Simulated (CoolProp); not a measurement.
A single-stage vapour-compression cycle with propyne: evaporating at 315.15 K (dew point), condensing at 375.15 K (bubble point), superheat 0 K, subcooling 8 K, compressor efficiency 0.65, no pressure losses. Each further row changes one setting.

Model: reference Helmholtz-energy equation of state, Polt 1992, in CoolProp. This equation is an older, rougher fit; its heat capacities, sound speeds and derivatives of the liquid may be far off and weren't checked against measurements.

```tsv
case	cooling COP	pressure ratio	discharge temperature (K)	refrigerating effect (kJ/kg)	volumetric capacity (kJ/m³)
as stated	2.50	3.74	405.1	288	4810
evaporating temperature 320.15 K	2.83	3.29	?	292	?
condensing temperature 370.15 K	2.85	3.40	?	305	5090
subcooling 13 K	2.65	3.74	405.1	306	5100
superheat 10 K	2.52	3.74	?	?	?
compressor efficiency 0.55	2.12	3.74	?	288	4810
```

Q: Fill in the missing entries.

A: 
- evaporating temperature 320.15 K, discharge temperature (K): 402.1
- evaporating temperature 320.15 K, volumetric capacity (kJ/m³): 5550
- condensing temperature 370.15 K, discharge temperature (K): 398.2
- superheat 10 K, discharge temperature (K): 415.8
- superheat 10 K, refrigerating effect (kJ/kg): 308
- superheat 10 K, volumetric capacity (kJ/m³): 4870
- compressor efficiency 0.55, discharge temperature (K): 413.4
